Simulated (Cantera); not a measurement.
Feed: 1 mol Pb, 0.084 mol H2O, 2 mol N2, held at 133 Pa.

Equilibrium computed with Cantera from the NASA thermochemical tables; the gas is ideal and each condensed phase is pure. Candidate condensed phases: H2O, Pb, PbO, PbO2, Pb3O4; 27 gas species. Equilibrium is a limit: real reactors are often held back by kinetics, nucleation or transport.

x: gas mole fraction; n: condensed amount in mol.

```tsv
T (°C)	x N2	x Pb	x H2O	x PbO	x H2	x H	x OH	n Pb(s)	n Pb(l)
327	0.960	3.87e-9	0.0403	<1e-12	7.41e-7	<1e-12	<1e-12	1.000	0
427	0.960	8.36e-7	0.0403	1.24e-10	1.47e-6	<1e-12	<1e-12	0	1.000
527	0.960	4.61e-5	0.0403	5.25e-8	2.54e-6	<1e-12	<1e-12	0	1.000
627	0.959	0.00103	0.0403	4.74e-6	4.74e-6	6.97e-12	5.55e-11	0	0.998
727	0.948	0.0121	0.0398	3.66e-5	3.66e-5	3.76e-10	9.04e-10	0	0.974
827	0.872	0.0909	0.0364	0.000187	0.000187	9.68e-9	8.42e-9	0	0.791
927	0.649	0.324	0.0267	(withheld)	(withheld)	(withheld)	(withheld)	0	0
1027	0.649	0.323	0.0264	0.000844	0.000843	8.80e-7	3.60e-7	0	0
1127	0.649	0.323	0.0260	0.00126	0.00126	4.72e-6	1.94e-6	0	0
1227	0.648	0.322	0.0255	(withheld)	(withheld)	(withheld)	(withheld)	0	0
1327	0.648	0.322	0.0248	0.00239	0.00238	7.26e-5	2.97e-5	0	0
1427	0.648	0.321	0.0240	0.00308	0.00308	0.000224	9.02e-5	0	0
```

Some entries are withheld; supply them.


- 927, x PbO: 0.000528
- 927, x H2: 0.000528
- 927, x H: 1.24e-7
- 927, x OH: 5.02e-8
- 1227, x PbO: 0.00177
- 1227, x H2: 0.00177
- 1227, x H: 2.03e-5
- 1227, x OH: 8.33e-6
